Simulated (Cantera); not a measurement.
Equilibrium for silicon etching in halogen gases: Si + HBr + H2

Input: 1 mol Si, 3.1 mol HBr, 10 mol H2, at 798 K.

Method: chemical equilibrium by Gibbs-energy minimisation in Cantera with the NASA 1993 tables (ideal gas, pure condensed phases). Candidate condensed phases: Br2, Si; 19 gas species. The tables' values for SiBr3 are old estimates; treat these amounts as uncertain. The numbers say what is thermodynamically allowed, not how fast it happens.

From 0.00750 Torr to 750 Torr the condensed part is Si(s). The main Si-bearing gas is SiBr4 throughout. The share of Si in condensed phases is highest at 0.00750 Torr (35.5 %) and lowest at 750 Torr (19.9 %).

| P (Pa) | x H2 | x SiBr4 | x HBr | x SiHBr3 | n Si(s) |
|---|---|---|---|---|---|
| 1 | 0.903 | 0.0498 | 0.0450 | 0.000484 | 0.355 |
| 3.60 | 0.912 | 0.0530 | 0.0333 | 0.000702 | 0.322 |
| 13 | 0.919 | 0.0553 | 0.0245 | 0.00100 | 0.295 |
| 46 | 0.923 | 0.0569 | 0.0181 | 0.00141 | 0.275 |
| 170 | 0.927 | 0.0578 | 0.0131 | 0.00198 | 0.258 |
| 600 | 0.929 | 0.0582 | 0.00959 | 0.00273 | 0.245 |
| 2200 | 0.931 | 0.0582 | 0.00693 | 0.00378 | 0.234 |
| 7700 | 0.932 | 0.0576 | 0.00506 | 0.00514 | 0.223 |
| 28000 | 0.932 | 0.0566 | 0.00365 | 0.00700 | 0.212 |
| 100000 | 0.932 | 0.0549 | 0.00263 | 0.00941 | 0.199 |
x: gas mole fraction; n: condensed amount in mol.
